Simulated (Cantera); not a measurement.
Feed: 1 mol BCl3, a varied amount of O2, 73 mol H2, at 2027 °C and 0.130 bar.

These are equilibrium values from Cantera (NASA tables, ideal gas, pure condensed phases), not measurements of a reactor. Candidate condensed phases: B, B2O3, B3O3H3, H2O; 33 gas species. The tables' values for BOCl are old estimates; treat these amounts as uncertain. The numbers say what is thermodynamically allowed, not how fast it happens.

x: gas mole fraction; nothing condenses.

```tsv
n(O2) (mol)	x H2	x H2O	x HCl	x H	x HBO2	x HBO
1.1	0.912	0.0106	0.0385	0.0256	0.00475	…
1.6	0.901	0.0215	0.0385	0.0255	0.00694	…
2.2	0.887	0.0357	0.0386	0.0253	0.00850	…
3.1	0.865	0.0580	0.0386	0.0250	0.00982	…
4.4	0.832	0.0911	0.0386	0.0245	0.0108	…
6.2	0.785	0.138	0.0386	0.0238	0.0115	…
8.7	0.721	0.203	0.0386	0.0228	0.0120	…
```

**Question.** Fill in the missing entries.

**Answer.** 
- 1.1, x HBO: 0.00560
- 1.6, x HBO: 0.00399
- 2.2, x HBO: 0.00290
- 3.1, x HBO: 0.00201
- 4.4, x HBO: 0.00136
- 6.2, x HBO: 0.000904
- 8.7, x HBO: 0.000588
